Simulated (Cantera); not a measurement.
Gas mixture: 100 % C₂H₄, at 0.128 atm, frozen composition.

Cantera's kinetic-theory transport with the Lennard-Jones parameters of GRI-Mech 3.0, ideal gas; thermal conductivity in the multicomponent form.

One state of this run: ρ (kg/m³) = 0.0487; cp (J/kg/K) = 3167; μ (µPa s) = 26.3; λ (mW/m/K) = 111; Pr = 0.749; D (cm²/s) N₂ = 8.75; D (cm²/s) H₂O = 10.6; D (cm²/s) NH₃ = 10.1. D: mixture-averaged diffusion coefficient of that species in the mixture.

Problem. Which value of T (K) does it belong to?
(A) 900
(B) 400
(C) 600
(D) 500

Solution. A, 900
